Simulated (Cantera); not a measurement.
An isothermal, constant-pressure homogeneous reactor starts with 2.25 % H2, 97.8 % O2, at 1100 K and 0.00410 bar.

Cantera simulation using GRI-Mech 3.0 (53 species, 325 reactions); the numbers are that mechanism's predictions, not measurements. Radical loss at walls, strong at low pressure, is not modelled.

x: mole fraction; the columns are a selection and need not sum to one.

```json
[
 {"t (s)": "9.00e-5", "x H2": "0.0225", "x O2": "0.978", "x HO2": "7.08e-11", "x O": "1.22e-11", "x H": "5.92e-11", "x H2O": "<1e-12", "x OH": "1.18e-11"},
 {"t (s)": "0.000441", "x H2": "0.0225", "x O2": "0.978", "x HO2": "3.47e-10", "x O": "2.04e-10", "x H": "1.95e-10", "x H2O": "5.27e-11", "x OH": "1.76e-10"},
 {"t (s)": "0.00216", "x H2": "0.0225", "x O2": "0.978", "x HO2": "…", "x O": "3.73e-9", "x H": "1.22e-9", "x H2O": "3.25e-9", "x OH": "2.41e-9"},
 {"t (s)": "0.0106", "x H2": "0.0225", "x O2": "0.978", "x HO2": "…", "x O": "5.27e-6", "x H": "1.44e-6", "x H2O": "6.72e-6", "x OH": "3.15e-6"},
 {"t (s)": "0.0520", "x H2": "0.000203", "x O2": "0.959", "x HO2": "…", "x O": "0.0164", "x H": "0.00241", "x H2O": "0.0205", "x OH": "0.00120"},
 {"t (s)": "0.255", "x H2": "0.000139", "x O2": "0.965", "x HO2": "…", "x O": "0.0114", "x H": "0.00139", "x H2O": "0.0212", "x OH": "0.000994"},
 {"t (s)": "1.25", "x H2": "3.97e-5", "x O2": "0.974", "x HO2": "…", "x O": "0.00315", "x H": "0.000204", "x H2O": "0.0223", "x OH": "0.000533"},
 {"t (s)": "6.12", "x H2": "3.28e-6", "x O2": "0.977", "x HO2": "…", "x O": "0.000261", "x H": "4.87e-6", "x H2O": "0.0227", "x OH": "0.000154"},
 {"t (s)": "30.0", "x H2": "2.05e-7", "x O2": "0.977", "x HO2": "…", "x O": "1.64e-5", "x H": "7.70e-8", "x H2O": "0.0227", "x OH": "3.88e-5"}
]
```

What belongs in the gaps?


- 0.00216, x HO2: 1.71e-9
- 0.0106, x HO2: 2.04e-8
- 0.0520, x HO2: 8.37e-7
- 0.255, x HO2: 7.42e-7
- 1.25, x HO2: 4.50e-7
- 6.12, x HO2: 1.15e-7
- 30.0, x HO2: 1.46e-8
